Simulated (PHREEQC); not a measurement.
Consider water at 25 °C with 0.064 mol NH4HF2, 0.0014 mol H2SiF6, 0.00034 mol H3BO3 and 0.0019 mol H2SO4 per kg of water. Closed to the air; pH follows from the charge balance.

Model: ion-association model, phreeqc.dat, run in PHREEQC.

**Question.** The ionic strength comes out as 0.0675 mol/kgw. What activity coefficients do NH4SO4-, SO4-2, F-, SiF6-2, BF3OH- get?

**Answer.** NH4SO4- 0.80, SO4-2 0.42, F- 0.79, SiF6-2 0.42, BF3OH- 0.80.

This is a speciation only: nothing precipitates in the calculation. Species that the database lacks are ignored. SiF6-2 is the database's only silicon fluoride. Real BF4- forms and hydrolyses slowly; the run takes it at equilibrium.
